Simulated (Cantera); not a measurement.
Charge: 1 mol C₂F₆, 0.05 mol H₂, held at 3175 °C.

These are equilibrium values from Cantera (NASA tables, ideal gas, pure condensed phases), not measurements of a reactor. Candidate condensed phases: C, C₆H₆, C₇H₈, C₈H₁₈; 95 gas species. The feed counts by its element totals alone. Gases not in the tables: C₂F₆ and larger saturated fluorocarbons. Kinetics and transport are ignored.

x: gas mole fraction; nothing condenses.

```json
[
 {"P (Pa)": "1", "x F": "0.741", "x CF₂": "5.76e-9", "x C": "0.246", "x CF": "0.000228", "x C₃": "3.33e-6", "x HF": "2.65e-5", "x C₂": "0.000309", "x H": "0.0123"},
 {"P (Pa)": "5.20", "x F": "0.742", "x CF₂": "?", "x C": "0.243", "x CF": "?", "x C₃": "?", "x HF": "?", "x C₂": "?", "x H": "0.0122"},
 {"P (Pa)": "27", "x F": "0.747", "x CF₂": "3.92e-6", "x C": "0.226", "x CF": "0.00570", "x C₃": "0.00188", "x HF": "0.000694", "x C₂": "0.00702", "x H": "0.0119"},
 {"P (Pa)": "140", "x F": "0.773", "x CF₂": "7.87e-5", "x C": "0.158", "x CF": "0.0213", "x C₃": "0.0171", "x HF": "0.00317", "x C₂": "0.0177", "x H": "0.0101"},
 {"P (Pa)": "720", "x F": "0.801", "x CF₂": "0.00101", "x C": "0.0712", "x CF": "0.0514", "x C₃": "0.0419", "x HF": "0.00899", "x C₂": "0.0186", "x H": "0.00538"},
 {"P (Pa)": "3700", "x F": "0.794", "x CF₂": "?", "x C": "?", "x CF": "?", "x C₃": "?", "x HF": "?", "x C₂": "?", "x H": "?"},
 {"P (Pa)": "19000", "x F": "0.732", "x CF₂": "0.0639", "x C": "0.00774", "x CF": "0.135", "x C₃": "0.0374", "x HF": "0.0164", "x C₂": "0.00580", "x H": "0.000407"},
 {"P (Pa)": "100000", "x F": "0.590", "x CF₂": "0.248", "x C": "0.00167", "x CF": "0.123", "x C₃": "0.0105", "x HF": "0.0206", "x C₂": "0.00143", "x H": "0.000120"}
]
```

Q: Fill in the missing entries.

A: 
- 5.20, x CF₂: 1.54e-7
- 5.20, x CF: 0.00117
- 5.20, x C₃: 8.68e-5
- 5.20, x HF: 0.000137
- 5.20, x C₂: 0.00157
- 3700, x CF₂: 0.00934
- 3700, x C: 0.0254
- 3700, x CF: 0.0932
- 3700, x C₃: 0.0500
- 3700, x HF: 0.0137
- 3700, x C₂: 0.0121
- 3700, x H: 0.00161
